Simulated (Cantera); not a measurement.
**Reactions in the system N-O-V**

Source: NASA polynomial tables (part measured, part estimated), evaluated in Cantera. Values are per mole of reaction as written; species without (g) are pure solids or liquids, kept so even where they would boil at 1 bar. VO: taken at fixed stoichiometry.

O3(g) + 3 VO ⇌ 3 VO2(g)

| T (K) | ΔH° (kJ) | ΔS° (J/K) | ΔG° (kJ) | log10 K |
|---|---|---|---|---|
| 2475 | 113.5 | 211.1 | -409.0 | 8.63 |
| 2550 | 106.3 | 208.3 | -424.8 | 8.70 |
| 2625 | 99.0 | 205.5 | -440.3 | 8.76 |
| 2700 | 91.7 | 202.7 | -455.6 | 8.81 |
| 2775 | 84.2 | 199.9 | -470.7 | 8.86 |

2 VO2(g) + N2(g) ⇌ 2 VO + 2 NO(g)

| T (K) | ΔH° (kJ) | ΔS° (J/K) | ΔG° (kJ) | log10 K |
|---|---|---|---|---|
| 2475 | 2.9 | -74.8 | 188.1 | -3.97 |
| 2550 | 6.5 | -73.4 | 193.7 | -3.97 |
| 2625 | 10.1 | -72.0 | 199.2 | -3.96 |
| 2700 | 13.7 | -70.7 | 204.5 | -3.96 |
| 2775 | 17.3 | -69.4 | 209.8 | -3.95 |
